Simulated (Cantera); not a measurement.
Charge: 1 mol AlN, 1 mol I2, 0.019 mol O2, equilibrated at 1250 K and 6.30 bar.

Cantera equilibrium calculation (NASA polynomials, part measured and part estimated; ideal gas, pure solids and liquids). Candidate condensed phases: Al, AlI3, AlN, Al2O3, I2; 21 gas species. Mutual solubility and eutectic melting of coexisting phases are not modelled. The numbers say what is thermodynamically allowed, not how fast it happens.

Base state: AlI3 0.613, N2 0.322, I2 0.0356, I 0.0267, Al2I6 0.00285 (mole fractions); condensed: AlN(s) + Al2O3(s).

### Question
What changes in the equilibrium state with this change: AlN replaced by MgO?

### Answer
```csv
species,before,after
I2,0.0356,0.852
I,0.0267,0.131
O2,<1e-9,0.0174
AlI3,0.613,0
N2,0.322,0
Al2I6,0.00285,0
"AlN(s), mol",0.341,0
"Al2O3(s), mol",0.0127,0
"MgO(s), mol",0,1.00
```
Further candidate phases: Mg, MgI2, MgO.

### Question
What changes in the equilibrium state with this change: O2 from 0.019 to 1.1 mol?

### Answer
| species | before | after |
|---|---|---|
| I2 | 0.0356 | 0.466 |
| N2 | 0.322 | 0.257 |
| O2 | <1e-9 | 0.180 |
| AlI3 | 0.613 | <1e-9 |
| I | 0.0267 | 0.0965 |
| Al2I6 | 0.00285 | <1e-9 |
| NO | <1e-9 | 0.000149 |
| AlN(s), mol | 0.341 | 0 |
| Al2O3(s), mol | 0.0127 | 0.500 |

### Question
What changes in the equilibrium state with this change: temperature from 1250 K to 1473 K?

### Answer
| species | before | after |
|---|---|---|
| AlI3 | 0.613 | 0.592 |
| N2 | 0.322 | 0.309 |
| I | 0.0267 | 0.0713 |
| I2 | 0.0356 | 0.0266 |
| AlI | 5.68e-7 | 7.44e-5 |
| Al2I6 | 0.00285 | 0.000771 |
| AlN(s), mol | 0.341 | 0.351 |
| Al2O3(s), mol | 0.0127 | 0.0127 |
